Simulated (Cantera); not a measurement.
A closed system holds: 1 mol Si, 0.65 mol NF₃, equilibrated at 452 °C and 0.260 bar.

Equilibrium computed with Cantera from the NASA thermochemical tables; the gas is ideal and each condensed phase is pure. Candidate condensed phases: Si, Si₃N₄; 16 gas species. The numbers say what is thermodynamically allowed, not how fast it happens.

Base state: SiF₄ 1.000 (mole fractions); condensed: Si(s) + Si₃N₄(s).

Q: What changes in the equilibrium state with this change: NF₃ from 0.65 to 2.8 mol?

A: 
```
species        before    after
-------------  ------  -------
NF₃             <1e-9    0.394
SiF₄            1.000    0.303
N₂              <1e-9    0.227
F₂              <1e-9   0.0749
F               <1e-9  0.00125
Si(s), mol     0.0250        0
Si₃N₄(s), mol   0.163        0
```
